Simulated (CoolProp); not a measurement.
Vapour-liquid equilibrium of cyclohexane (1) + n-nonane (2) at 197 kPa; x and y are mole fractions of (1).

Model: multi-fluid Helmholtz-energy mixture model, Zhou 2014 and Lemmon 2006; pair parameters Bell 2016, in CoolProp.

| x | bubble temperature (K) | y at the bubble point | dew temperature at overall composition x (K) | liquid density (mol/L) |
|---|---|---|---|---|
| 0.05 | 443.9 | 0.182 | 449.1 | 4.691 |
| 0.125 | 434.5 | 0.387 | ? | 4.908 |
| 0.2 | 426.5 | ? | 443.1 | 5.128 |
| 0.275 | 419.5 | 0.645 | 439.8 | 5.353 |
| 0.35 | 413.3 | ? | 436.3 | 5.587 |
| 0.425 | 407.6 | 0.794 | ? | 5.830 |
| 0.5 | 402.5 | 0.844 | 428.5 | 6.087 |
| 0.575 | 397.9 | 0.885 | 424.1 | 6.357 |
| 0.65 | 393.6 | 0.917 | 419.2 | 6.643 |
| 0.725 | 389.6 | 0.943 | ? | 6.948 |
| 0.8 | 386.0 | 0.963 | 407.0 | 7.272 |
| 0.875 | 382.6 | 0.980 | ? | 7.619 |
| 0.95 | 379.6 | 0.993 | 388.4 | 7.991 |

Problem. Complete the blanks.

Solution. 
- 0.125, dew temperature at overall composition x (K): 446.2
- 0.2, y at the bubble point: 0.535
- 0.35, y at the bubble point: 0.729
- 0.425, dew temperature at overall composition x (K): 432.6
- 0.725, dew temperature at overall composition x (K): 413.6
- 0.875, dew temperature at overall composition x (K): 399.1

No azeotrope shows between x = 0.05 and 0.95.

The pair parameters rest on a limited set of measurements; away from them the model extrapolates.
